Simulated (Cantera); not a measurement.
# Adiabatic ignition

An adiabatic, constant-pressure homogeneous reactor starts with CO : H₂ : CH₄ : O₂ : N₂ = 1 : 0.08 : 0.56 : 2.48 : 9.32 (molar parts), equivalence ratio 0.67, at 1100 K and 10.0 bar.

Detailed kinetics in Cantera: GRI-Mech 3.0 (53 species, 325 reactions).

```csv
t (s),T (K),x CO,x H₂,x CH₄,x NO₂,x H₂O,x O,x O₂
2.00e-6,1100,0.0744,0.00595,0.0417,<1e-12,1.82e-9,3.59e-10,0.185
7.76e-6,1100,0.0744,0.00595,0.0417,<1e-12,9.31e-9,3.75e-10,0.185
3.01e-5,1100,0.0744,0.00595,0.0417,<1e-12,5.34e-8,4.40e-10,0.185
0.000117,1100,0.0744,0.00595,0.0417,<1e-12,5.21e-7,7.70e-10,0.185
0.000454,1100,0.0744,0.00595,0.0417,<1e-12,1.27e-5,3.95e-9,0.185
0.00176,1104,0.0742,0.00584,0.0414,<1e-12,0.000339,1.54e-8,0.184
0.00684,2485,0.00503,0.000632,<1e-12,7.53e-6,0.0891,0.00107,0.0618
0.0265,2474,0.00487,0.000616,<1e-12,1.68e-5,0.0893,0.000984,0.0587
0.103,2474,0.00487,0.000615,<1e-12,1.69e-5,0.0893,0.000983,0.0587
0.400,2474,0.00487,0.000615,<1e-12,1.69e-5,0.0893,0.000983,0.0587
```
x: mole fraction; the columns are a selection and need not sum to one.

- time of steepest temperature rise = 4.32 ms
- temperature at 0.400 s = 2474 K
- equilibrium temperature = 2474 K
- x(CO) at 0.400 s = 0.00487 (gas-phase equilibrium 0.00487)
- x(H₂) at 0.400 s = 0.000615 (gas-phase equilibrium 0.000615)
- x(CH₄) at 0.400 s = <1e-12 (gas-phase equilibrium <1e-12)
